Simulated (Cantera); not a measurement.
An isothermal, constant-pressure homogeneous reactor starts with H2 : O2 = 0.0058 : 1 (molar parts), equivalence ratio 0.0029, at 998 K and 0.00178 atm.

Model: the H2/O2 subset of GRI-Mech 3.0, which has no nitrogen chemistry, integrated in Cantera. Radical loss at walls, strong at low pressure, is not modelled.

x: mole fraction; the columns are a selection and need not sum to one.

```json
[
 {"t (s)": "0.000200", "x H2": "0.00577", "x O2": "0.994", "x O": "<1e-12", "x H2O": "<1e-12", "x HO2": "1.42e-12"},
 {"t (s)": "0.000442", "x H2": "0.00577", "x O2": "0.994", "x O": "<1e-12", "x H2O": "<1e-12", "x HO2": "3.14e-12"},
 {"t (s)": "0.000977", "x H2": "0.00577", "x O2": "0.994", "x O": "2.58e-12", "x H2O": "<1e-12", "x HO2": "6.95e-12"},
 {"t (s)": "0.00216", "x H2": "0.00577", "x O2": "0.994", "x O": "9.56e-12", "x H2O": "1.19e-12", "x HO2": "1.54e-11"},
 {"t (s)": "0.00477", "x H2": "0.00577", "x O2": "0.994", "x O": "3.19e-11", "x H2O": "8.52e-12", "x HO2": "3.40e-11"},
 {"t (s)": "0.0105", "x H2": "0.00577", "x O2": "0.994", "x O": "1.11e-10", "x H2O": "5.59e-11", "x HO2": "7.52e-11"},
 {"t (s)": "0.0233", "x H2": "0.00577", "x O2": "0.994", "x O": "5.19e-10", "x H2O": "4.17e-10", "x HO2": "1.67e-10"},
 {"t (s)": "0.0515", "x H2": "0.00577", "x O2": "0.994", "x O": "6.03e-9", "x H2O": "6.31e-9", "x HO2": "3.80e-10"},
 {"t (s)": "0.114", "x H2": "0.00577", "x O2": "0.994", "x O": "8.82e-7", "x H2O": "9.74e-7", "x HO2": "2.91e-9"},
 {"t (s)": "0.252", "x H2": "0.00145", "x O2": "0.991", "x O": "0.00303", "x H2O": "0.00369", "x HO2": "4.14e-7"},
 {"t (s)": "0.556", "x H2": "?", "x O2": "0.989", "x O": "?", "x H2O": "0.00550", "x HO2": "?"},
 {"t (s)": "1.23", "x H2": "1.40e-5", "x O2": "0.990", "x O": "0.00413", "x H2O": "0.00555", "x HO2": "1.89e-7"},
 {"t (s)": "2.71", "x H2": "1.09e-5", "x O2": "0.991", "x O": "0.00318", "x H2O": "0.00560", "x HO2": "1.69e-7"},
 {"t (s)": "6.00", "x H2": "6.71e-6", "x O2": "0.992", "x O": "0.00196", "x H2O": "0.00566", "x HO2": "1.36e-7"}
]
```

Q: Some entries are withheld; supply them.

A: 
- 0.556, x H2: 1.78e-5
- 0.556, x O: 0.00468
- 0.556, x HO2: 2.05e-7
